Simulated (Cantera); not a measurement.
Input: 1 mol SiH2Cl2, 0.26 mol Cl2, 12 mol H2, equilibrated at 1102 °C and 1.00 bar.

These are equilibrium values from Cantera (NASA tables, ideal gas, pure condensed phases), not measurements of a reactor. Candidate condensed phases: Si; 19 gas species. The tables' values for SiCl3 are old estimates; treat these amounts as uncertain. Rates play no part.

Base state: H2 0.895, HCl 0.0648, SiCl2 0.0135, SiCl4 0.0105, SiHCl3 0.00927, SiCl3 0.00557, SiH2Cl2 0.00121, SiH3Cl 4.52e-5 (mole fractions); condensed: Si(s).

Problem. What changes in the equilibrium state with this change: pressure from 1.00 bar to 0.150 bar?

Solution. 
```
species      before     after
----------  -------  --------
H2            0.895     0.877
HCl          0.0648    0.0854
SiCl2        0.0135    0.0239
SiCl4        0.0105   0.00495
SiH3Cl      4.52e-5   8.76e-6
SiH2Cl2     0.00121  0.000315
SiHCl3      0.00927   0.00325
SiCl3       0.00557   0.00508
Si(s), mol    0.441     0.470
```
